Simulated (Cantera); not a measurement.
A Cantera script and its output.

```python
import numpy as np
import cantera as ct

gas = ct.Solution("SiF4_NH3_mec.yaml", "gas")
gas.TPX = 2323, 130000, {'NH3': 1, 'N2': 1.2}
reactor = ct.IdealGasConstPressureReactor(gas, energy="off", clone=False)
net = ct.ReactorNet([reactor])
net.rtol, net.atol = 1e-08, 1e-18
show = ['NH3', 'H', 'N2', 'NH2', 'NH', 'N']
times = np.geomspace(9e-06, 4, 14)

steps = ct.SolutionArray(gas, extra=["t"])
rows = []
print(f"{'t/s':>10s}{'T/K':>9s}{'P/Pa':>11s}" + "".join(f"{s:>11s}" for s in show))
for t in times:
    while net.time < t:
        t_next = net.step()
        steps.append(gas.state, t=t_next)
    rows.append([np.interp(t, steps.t, y) for y in (steps.T, steps.P, *steps(*show).X.T)])
    print(f"{t:10.3e}{rows[-1][0]:9.1f}{rows[-1][1]:11.4g}" + "".join(f"{x:11.3e}" for x in rows[-1][2:]))
rate = np.gradient(steps.T, steps.t)
print("integrator steps:", len(steps.t))
if steps.T.max() > steps.T[0] + 200:
    print(f"time of steepest temperature rise: {steps.t[rate.argmax()]:.4e} s")
gas.TPX = 2323, 130000, {'NH3': 1, 'N2': 1.2}
gas.equilibrate("TP")
print(f"equilibrium (TP): T = {gas.T:.1f} K  " + "  ".join(f"{s} {gas[s].X[0]:.3e}" for s in show))
```

Output:

```
       t/s      T/K       P/Pa        NH3          H         N2        NH2         NH          N
 9.000e-06   2323.0    1.3e+05  4.517e-01  9.000e-06  5.448e-01  2.120e-03  1.853e-05  9.076e-08
 2.447e-05   2323.0    1.3e+05  4.463e-01  2.659e-05  5.442e-01  3.747e-03  4.556e-05  4.145e-07
 6.655e-05   2323.0    1.3e+05  4.311e-01  6.949e-05  5.437e-01  3.692e-03  5.957e-05  1.300e-06
 1.810e-04   2323.0    1.3e+05  3.932e-01  1.602e-04  5.427e-01  3.075e-03  7.087e-05  3.131e-06
 4.921e-04   2323.0    1.3e+05  3.101e-01  3.573e-04  5.402e-01  2.339e-03  7.745e-05  5.472e-06
 1.338e-03   2323.0    1.3e+05  1.730e-01  7.780e-04  5.360e-01  1.471e-03  7.017e-05  7.124e-06
 3.639e-03   2323.0    1.3e+05  4.339e-02  1.707e-03  5.320e-01  5.566e-04  4.527e-05  7.692e-06
 9.894e-03   2323.0    1.3e+05  1.327e-03  5.154e-03  5.299e-01  4.694e-05  1.105e-05  5.366e-06
 2.690e-02   2323.0    1.3e+05  7.385e-05  6.540e-03  5.295e-01  3.316e-06  9.961e-07  6.156e-07
 7.316e-02   2323.0    1.3e+05  1.957e-05  6.548e-03  5.295e-01  8.799e-07  2.647e-07  1.638e-07
 1.989e-01   2323.0    1.3e+05  7.155e-06  6.548e-03  5.295e-01  3.217e-07  9.679e-08  5.990e-08
 5.410e-01   2323.0    1.3e+05  4.083e-06  6.548e-03  5.295e-01  1.836e-07  5.523e-08  3.418e-08
 1.471e+00   2323.0    1.3e+05  3.803e-06  6.548e-03  5.295e-01  1.710e-07  5.144e-08  3.184e-08
 4.000e+00   2323.0    1.3e+05  3.802e-06  6.548e-03  5.295e-01  1.709e-07  5.143e-08  3.183e-08
integrator steps: 1613
equilibrium (TP): T = 2323.0 K  NH3 3.802e-06  H 6.548e-03  N2 5.295e-01  NH2 1.709e-07  NH 5.143e-08  N 3.183e-08
```

Detailed kinetics in Cantera: the gas-phase N/H chemistry of the illustrative SiF4/NH3 mechanism in the Surface Chemkin manual (1991). Walls and surfaces, which speed up NH3 decomposition in real reactors, are not modelled.
